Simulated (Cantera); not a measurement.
A perfectly stirred reactor is fed with CH₄ : N₂ = 1 : 160 (molar parts), at 0.0661 atm; it is held at 1525 K, and followed from long to short residence time.

Cantera simulation using GRI-Mech 3.0 (53 species, 325 reactions); the numbers are that mechanism's predictions, not measurements. GRI-Mech 3.0 stops at C3 and has no aromatics, soot or wall deposition, so with more carbon than oxygen in the feed, carbon stays in small species such as C2H2 where larger ones or solid carbon would form.

What does this change do: pressure from 0.0661 atm to 0.217 atm?


```tsv
quantity	before	after
x(CH₄) at τ = 1.20 s	0.00414	0.00349
x(H) at τ = 1.20 s	2.29e-6	2.09e-6
x(C₂H₆) at τ = 1.20 s	3.29e-6	3.89e-6
x(CH₃) at τ = 1.20 s	5.73e-5	3.49e-5
x(C₂H₂) at τ = 1.20 s	0.000896	0.00127
x(CH₄) at τ = 31.0 ms	0.00620	0.00613
x(H) at τ = 31.0 ms	3.33e-8	9.53e-8
x(C₂H₆) at τ = 31.0 ms	1.48e-7	3.20e-6
x(CH₃) at τ = 31.0 ms	1.26e-5	3.15e-5
x(C₂H₂) at τ = 31.0 ms	1.18e-7	5.09e-6
```

What does this change do: pressure from 0.0661 atm to 0.0263 atm?


```tsv
quantity	before	after
x(CH₄) at τ = 1.20 s	0.00414	0.00494
x(H) at τ = 1.20 s	2.29e-6	1.60e-6
x(C₂H₆) at τ = 1.20 s	3.29e-6	2.10e-6
x(CH₃) at τ = 1.20 s	5.73e-5	7.17e-5
x(C₂H₂) at τ = 1.20 s	0.000896	0.000473
x(CH₄) at τ = 31.0 ms	0.00620	0.00621
x(H) at τ = 31.0 ms	3.33e-8	2.60e-8
x(C₂H₆) at τ = 31.0 ms	1.48e-7	9.28e-9
x(CH₃) at τ = 31.0 ms	1.26e-5	5.25e-6
x(C₂H₂) at τ = 31.0 ms	1.18e-7	4.59e-9
```
Radical loss at walls, strong at low pressure, is not modelled.
